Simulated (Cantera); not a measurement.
Charge: 1 mol N₂O, a varied amount of SO₂, 0.37 mol N₂, equilibrated at 2575 K and 1.00 bar.

Cantera equilibrium calculation (NASA polynomials, part measured and part estimated; ideal gas, pure solids and liquids). Candidate condensed phases: S; 17 gas species. Kinetics and transport are ignored.

At 0.28 mol SO₂, list the 4 most abundant gas species with their mole fractions, and the condensed phases.

N₂ 0.622, O₂ 0.216, SO₂ 0.127, NO 0.0235. Condensed: gas only.
